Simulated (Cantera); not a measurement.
A Cantera script and what it prints.

```python
import numpy as np
import cantera as ct

gas_names = """
    CL CL2 N N2 Si SiCL SiCL2 SiCL3 SiCL4 SiN Si2 Si2N Si3
""".split()
cond_names = """
    Si(cr) Si(L) Si3N4(a)
""".split()


# ... load() reads the species with a 1 bar reference pressure and builds the phases ...
atoms = {
    'SiCl4': {'Si': 1, 'CL': 4},
    'N2': {'N': 2},
}
top_T = {'Si3N4(a)': 2400}  # K; cautious upper limits of use, not melting points


# ... equilibrate(T, P, feed) seeds the gas with the atoms and calls Mixture.equilibrate('TP', solver="vcs", rtol=1e-11, max_steps=5000) ...
results = []
feed = {'SiCl4': 1, 'N2': 12}  # mol
T = 1273  # K
P = 5.5  # Pa
mix = equilibrate(T, P, feed)
results.append((T, P, feed, dict(zip(mix.species_names, mix.species_moles))))
print(gas.report(threshold=1e-05))
for i in range(1, mix.n_phases):
    print(f"{mix.phase(i).name:16s} {mix.phase_moles(i):12.5e} mol")
```

Output:

```
       temperature   1273 K
          pressure   5.5 Pa
           density   2.0156e-05 kg/m^3
  mean mol. weight   38.789 kg/kmol
   phase of matter   gas

                          1 kg             1 kmol
                     ---------------   ---------------
          enthalpy       -3.5096e+05       -1.3613e+07  J
   internal energy       -6.2383e+05       -2.4198e+07  J
           entropy            8728.1        3.3855e+05  J/K
    Gibbs function       -1.1462e+07       -4.4459e+08  J
 heat capacity c_p            1015.5             39389  J/K
 heat capacity c_v            801.12             31075  J/K

                      mass frac. Y      mole frac. X     chem. pot. / RT
                     ---------------   ---------------   ---------------
                CL         0.0032434         0.0035488           -25.709
                N2           0.66429           0.91979           -35.414
             SiCL2         0.0013903        0.00054482           -71.619
             SiCL3         0.0085741         0.0024739           -97.328
             SiCL4           0.32248          0.073631           -123.04
     [   +8 minor]        1.3453e-05        7.3602e-06

Si(cr)            0.00000e+00 mol
Si3N4(a)          0.00000e+00 mol
```

Equilibrium computed with Cantera from the NASA thermochemical tables; the gas is ideal and each condensed phase is pure. The tables' values for SiCl3 are old estimates; treat these amounts as uncertain.
